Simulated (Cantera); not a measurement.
Feed: 1 mol Fe, 0.022 mol Cl2, 1.6 mol O2, held at 775 K and 100000 Pa.

Method: chemical equilibrium by Gibbs-energy minimisation in Cantera with the NASA 1993 tables (ideal gas, pure condensed phases). Candidate condensed phases: Fe, FeCl2, FeCl3, FeO, Fe2O3, Fe3O4; 13 gas species. Condensed phases not in the tables: FeOCl. The numbers say what is thermodynamically allowed, not how fast it happens.

Base state: O2 0.975, Cl2 0.0252 (mole fractions); condensed: Fe2O3(s).

Q: What changes in the equilibrium state with this change: temperature from 775 K to 1700 K?

A: 
```
species         before     after
-------------  -------  --------
O2               0.975     0.969
FeCl2            <1e-9    0.0128
Cl             8.16e-7    0.0124
Cl2             0.0252   0.00418
O                <1e-9   4.40e-5
FeCl3          8.10e-8  0.000990
ClO            1.09e-7  0.000240
Fe2O3(s), mol    0.500     0.494
```
